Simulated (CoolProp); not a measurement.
Saturation properties of n-perfluorohexane.

Values from CoolProp's reference Helmholtz-energy equation of state, Gao 2022.

```
T (°C)    p (bar)  liquid density (kg/m³)  vapour density (kg/m³)  liquid cp (kJ/(kg K))
------  ---------  ----------------------  ----------------------  ---------------------
-60.85  0.0008700              (withheld)                 0.01666                 0.9136
-56.25   0.001382                    1903                 0.02591                 0.9204
-51.65   0.002144                    1890                 0.03937                 0.9273
-47.15   0.003224                    1878                 0.05803             (withheld)
-42.55   0.004793                    1865                 0.08459                 0.9412
-37.95   0.006990              (withheld)                  0.1210                 0.9484
-33.45   0.009935                    1840                  0.1688                 0.9553
-28.85    0.01399                    1827                  0.2334                 0.9625
-24.25    0.01940                    1814                  0.3178                 0.9697
-19.75    0.02632                    1802                  0.4238             (withheld)
-15.15    0.03545              (withheld)                  0.5613                 0.9840
-10.55    0.04712              (withheld)                  0.7340                 0.9912
```

### Question
What belongs in the gaps?

### Answer

- -60.85, liquid density (kg/m³): 1916
- -47.15, liquid cp (kJ/(kg K)): 0.9342
- -37.95, liquid density (kg/m³): 1852
- -19.75, liquid cp (kJ/(kg K)): 0.9768
- -15.15, liquid density (kg/m³): 1789
- -10.55, liquid density (kg/m³): 1776

It boils at 57.1 °C under 1 atm.
